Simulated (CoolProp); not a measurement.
Vapour-liquid equilibrium of isobutene (1) + acetone (2) at 0.478 MPa; x and y are mole fractions of (1).

Values from CoolProp's multi-fluid Helmholtz-energy mixture model, Lemmon 2005 and Lemmon 2006; pair parameters Bell 2016.

| x | bubble temperature (K) | y at the bubble point | dew temperature at overall composition x (K) | liquid density (mol/L) |
|---|---|---|---|---|
| 0.05 | 370.8 | 0.277 | 381.1 | 11.81 |
| 0.15 | 351.8 | 0.595 | 376.8 | 11.86 |
| 0.25 | 339.7 | 0.738 | 372.1 | 11.76 |
| 0.35 | 332.3 | 0.809 | 367.0 | 11.57 |
| 0.45 | 327.5 | 0.849 | 361.4 | 11.34 |
| 0.55 | 324.2 | 0.877 | 355.0 | 11.08 |
| 0.65 | 321.7 | 0.899 | 347.5 | 10.83 |
| 0.75 | 319.4 | 0.920 | 338.6 | 10.60 |
| 0.85 | 317.2 | 0.946 | 327.4 | 10.39 |
| 0.95 | 315.0 | 0.979 | 316.9 | 10.21 |

No azeotrope shows between x = 0.05 and 0.95.

Pair parameters are fitted to limited data, so mixtures are less certain than the pure fluids.
